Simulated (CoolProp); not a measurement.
A single-stage vapour-compression cycle with R1233zd(E): evaporating at 311.15 K (dew point), condensing at 378.15 K (bubble point), superheat 0 K, subcooling 2 K, compressor efficiency 0.6, no pressure losses. Each further row changes one setting.

Model: reference Helmholtz-energy equation of state, Akasaka 2022, in CoolProp.

```json
[
 {"case": "as stated", "cooling COP": "1.86", "pressure ratio": "5.74", "discharge temperature (K)": "388.8", "refrigerating effect (kJ/kg)": "99.4", "volumetric capacity (kJ/m³)": "1090"},
 {"case": "evaporating temperature 316.15 K", "cooling COP": "2.12", "pressure ratio": "4.89", "discharge temperature (K)": "387.5", "refrigerating effect (kJ/kg)": "103", "volumetric capacity (kJ/m³)": "1310"},
 {"case": "condensing temperature 373.15 K", "cooling COP": "2.12", "pressure ratio": "5.15", "discharge temperature (K)": "383.6", "refrigerating effect (kJ/kg)": "106", "volumetric capacity (kJ/m³)": "1170"},
 {"case": "subcooling 7 K", "cooling COP": "2.00", "pressure ratio": "5.74", "discharge temperature (K)": "388.8", "refrigerating effect (kJ/kg)": "106", "volumetric capacity (kJ/m³)": "1170"},
 {"case": "superheat 10 K", "cooling COP": "1.92", "pressure ratio": "5.74", "discharge temperature (K)": "399.4", "refrigerating effect (kJ/kg)": "108", "volumetric capacity (kJ/m³)": "1140"},
 {"case": "compressor efficiency 0.5", "cooling COP": "1.55", "pressure ratio": "5.74", "discharge temperature (K)": "398.8", "refrigerating effect (kJ/kg)": "99.4", "volumetric capacity (kJ/m³)": "1090"}
]
```
